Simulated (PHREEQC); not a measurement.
## Metal-bearing waste water: an equilibrium model

Consider water at 25 °C with 46 mmol/kgw ZnSO4, 20 mmol/kgw ZnCl2, 0.89 mmol/kgw HCl and 49 mmol/kgw Na2SO4. Closed to the air; pH follows from the charge balance.

Equilibrium calculation in PHREEQC: ion-association model, phreeqc.dat.

Precipitation was switched off in this run.

Question: Estimate the pH, ionic strength.

Answer: pH 3.52; ionic strength 0.244 mol/kgw.

Question: In which forms is Cl present?

Answer: Cl- 98 %, ZnCl+ 2.3 % of the Cl.

Complexes and solids missing from the database can't appear.
